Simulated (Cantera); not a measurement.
Standard-state values (1 bar) from the NASA 1993 polynomials, evaluated with Cantera. Values are per mole of reaction as written; species without (g) are pure solids or liquids, kept so even where they would boil at 1 bar.

PbS(g) → S + Pb

| T (K) | ΔH° (kJ) | ΔS° (J/K) | ΔG° (kJ) | log10 K | condensed phases |
|---|---|---|---|---|---|
| 425 | ? | ? | ? | ? | S(l), Pb(s) |
| 450 | -126.5 | -140.8 | -63.2 | 7.33 | S(l), Pb(s) |
| 475 | ? | ? | ? | ? | S(l), Pb(s) |
| 500 | -124.9 | -137.3 | -56.2 | 5.87 | S(l), Pb(s) |
| 525 | -124.1 | -135.7 | -52.8 | 5.25 | S(l), Pb(s) |
| 550 | -123.3 | -134.3 | -49.4 | 4.69 | S(l), Pb(s) |
| 575 | -122.5 | -132.9 | -46.1 | 4.19 | S(l), Pb(s) |
| 600 | ? | ? | ? | ? | S(l), Pb(s) |
| 625 | ? | ? | ? | ? | S(l), Pb(l) |

Problem. Fill in the missing entries.

Solution. 
- 425, ΔH° (kJ): -127.3
- 425, ΔS° (J/K): -142.6
- 425, ΔG° (kJ): -66.7
- 425, log10 K: 8.20
- 475, ΔH° (kJ): -125.7
- 475, ΔS° (J/K): -139.0
- 475, ΔG° (kJ): -59.7
- 475, log10 K: 6.56
- 600, ΔH° (kJ): -121.8
- 600, ΔS° (J/K): -131.7
- 600, ΔG° (kJ): -42.8
- 600, log10 K: 3.73
- 625, ΔH° (kJ): -116.3
- 625, ΔS° (J/K): -122.5
- 625, ΔG° (kJ): -39.7
- 625, log10 K: 3.32
